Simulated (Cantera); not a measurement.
A Cantera script and what it prints.

```python
import numpy as np
import cantera as ct

gas_names = """
    H H2 N NH NH2 NH3 N2 N2H2 N2H4 Si SiH SiH2 SiH3 SiH4 SiN Si2 Si2N Si3
""".split()
cond_names = """
    Si(cr) Si(L) Si3N4(a)
""".split()


def load(file, names, dense=False):
    # The tables refer to 1 bar. Condensed volumes are neglected.
    table = {s.name: s for s in ct.Species.list_from_file(file)}
    out = []
    for n in names:
        d = dict(table[n].input_data)
        d["thermo"] = dict(d["thermo"], **{"reference-pressure": 1e5})
        if dense:
            d["equation-of-state"] = {"model": "constant-volume", "density": "1e6 g/cm^3"}
        out.append(ct.Species.from_dict(d))
    return out


gas = ct.Solution(thermo="ideal-gas", species=load("nasa_gas.yaml", gas_names))
cond = {s.name: ct.Solution(thermo="fixed-stoichiometry", species=[s], name=s.name)
        for s in load("nasa_condensed.yaml", cond_names, dense=True)}
atoms = {
    'Si3H8': {'Si': 3, 'H': 8},
    'N2': {'N': 2},
}
top_T = {'Si3N4(a)': 2400}  # K; cautious upper limits of use, not melting points


def equilibrate(T, P, feed):
    n = {}
    for name, mol in feed.items():
        for a, k in atoms[name].items():
            n[a] = n.get(a, 0.0) + k * mol
    gas.TPX = T, P, n
    mass = sum(n.values()) * gas.mean_molecular_weight
    gas.equilibrate("TP")
    valid = [c for c in cond.values() if c.min_temp <= T <= top_T.get(c.name, c.max_temp)]
    mix = ct.Mixture([(gas, mass / gas.mean_molecular_weight)] + [(c, 0.0) for c in valid])
    mix.T, mix.P = T, P
    mix.equilibrate("TP", solver="vcs", rtol=1e-11, max_steps=5000)
    return mix


results = []
feed = {'Si3H8': 1, 'N2': 6.7}  # mol
T = 1698  # K
P = 28000  # Pa
mix = equilibrate(T, P, feed)
results.append((T, P, feed, dict(zip(mix.species_names, mix.species_moles))))
x = sorted(zip(gas.X, gas.species_names), reverse=True)
print(f"T = {T:g} K  P = {P:g} Pa  gas = {mix.phase_moles(0):.4g} mol")
print("   x: " + "  ".join(f"{s} {v:.3e}" for v, s in x if v > 1e-06))
print("   condensed (mol): " + ("  ".join(f"{mix.phase(i).name} {mix.phase_moles(i):.4g}"
      for i in range(1, mix.n_phases) if mix.phase_moles(i) > 1e-12) or "none"))
```

Result:

```
T = 1698 K  P = 28000 Pa  gas = 8.701 mol
   x: N2 5.402e-01  H2 4.596e-01  H 1.853e-04  NH3 2.345e-06
   condensed (mol): Si3N4(a) 1
```

These are equilibrium values from Cantera (NASA tables, ideal gas, pure condensed phases), not measurements of a reactor. The feed counts by its element totals alone.
